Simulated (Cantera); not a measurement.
Charge: 1 mol CH3SiCl3, 0.017 mol CH4, 110 mol H2, at 902 °C.

Cantera equilibrium calculation (NASA polynomials, part measured and part estimated; ideal gas, pure solids and liquids). Candidate condensed phases: C, C6H6, C7H8, C8H18, Si, SiC; 109 gas species. The feed counts by its element totals alone. Equilibrium is a limit: real reactors are often held back by kinetics, nucleation or transport.

Problem. Which condensed phases are stable at each of these points (P (Pa)): 100, 240, 560, 1300, 3200, 7500, 18000, 42000, 100000?

Solution. 
```tsv
P (Pa)	condensed phases	Si condensed (%)
100	C(graphite) + SiC(s)	100.0
240	C(graphite) + SiC(s)	100.0
560	C(graphite) + SiC(s)	100.0
1300	SiC(s)	99.9
3200	SiC(s)	99.8
7500	SiC(s)	99.5
18000	SiC(s)	98.5
42000	SiC(s)	96.3
100000	SiC(s)	91.7
```

From 100 Pa to 560 Pa the condensed part is C(graphite) + SiC(s). From 1300 Pa to 100000 Pa the condensed part is SiC(s).
